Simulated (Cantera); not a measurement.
What does this Cantera script print?

```python
import numpy as np
import cantera as ct

gas = ct.Solution("gri30.yaml")


def delay(T, t_max=10):
    gas.TPX = T, 720000, {'C3H8': 1, 'O2': 3.85, 'N2': 14.5}
    reactor = ct.IdealGasConstPressureReactor(gas, clone=False)
    net = ct.ReactorNet([reactor])
    net.rtol, net.atol = 1e-8, 1e-16
    while net.time < t_max:
        t_old, T_old = net.time, reactor.T
        net.step()
        if reactor.T > T + 400:  # ignition: a rise of 400 K
            return t_old + (T + 400 - T_old) / (reactor.T - T_old) * (net.time - t_old)
    return np.nan


taus = []
for T in [1125, 1175, 1225, 1275, 1325, 1375, 1425]:
    taus.append(delay(T))
    print(f"T0 = {T:6g} K   tau = {taus[-1]:.4e} s")
```

Output:

```
T0 =   1125 K   tau = 9.1296e-03 s
T0 =   1175 K   tau = 3.4900e-03 s
T0 =   1225 K   tau = 1.3724e-03 s
T0 =   1275 K   tau = 5.6579e-04 s
T0 =   1325 K   tau = 2.4828e-04 s
T0 =   1375 K   tau = 1.1706e-04 s
T0 =   1425 K   tau = 5.9515e-05 s
```

Model: GRI-Mech 3.0 (53 species, 325 reactions), integrated in Cantera. GRI-Mech 3.0 was tuned for natural gas; its chemistry of propane as a main component is partial and can be far from experiment.
